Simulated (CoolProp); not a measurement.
Vapour-liquid equilibrium of acetone (1) + ethanol (2) at 417 K; x and y are mole fractions of (1).

Values from CoolProp's multi-fluid Helmholtz-energy mixture model, Lemmon 2006 and Schroeder 2014; pair parameters Bell 2016.

| x | bubble pressure, mixture model (kPa) | bubble pressure, Raoult's law (kPa) | y, mixture model | y, Raoult's law |
|---|---|---|---|---|
| 0.05 | (withheld) | 846.8 | 0.080 | 0.060 |
| 0.15 | 927.1 | 864.0 | 0.213 | 0.175 |
| 0.25 | 969.8 | 881.3 | 0.320 | 0.287 |
| 0.35 | 1002 | 898.5 | 0.413 | 0.394 |
| 0.45 | 1025 | 915.7 | 0.497 | 0.497 |
| 0.55 | 1041 | 933.0 | 0.578 | 0.596 |
| 0.65 | 1049 | 950.2 | (withheld) | 0.691 |
| 0.75 | 1049 | 967.5 | (withheld) | 0.783 |
| 0.85 | 1041 | 984.7 | 0.837 | 0.872 |
| 0.95 | (withheld) | 1002 | 0.942 | 0.958 |

**Question.** Some entries are withheld; supply them.

**Answer.** 
- 0.05, bubble pressure, mixture model (kPa): 871.6
- 0.65, y, mixture model: 0.659
- 0.75, y, mixture model: 0.744
- 0.95, bubble pressure, mixture model (kPa): 1023

The largest gap from Raoult's law is +11.9 % in bubble pressure, at x = 0.45. y crosses x between x = 0.65 and 0.75: the model has an azeotrope there.

Pair parameters are fitted to limited data, so mixtures are less certain than the pure fluids.
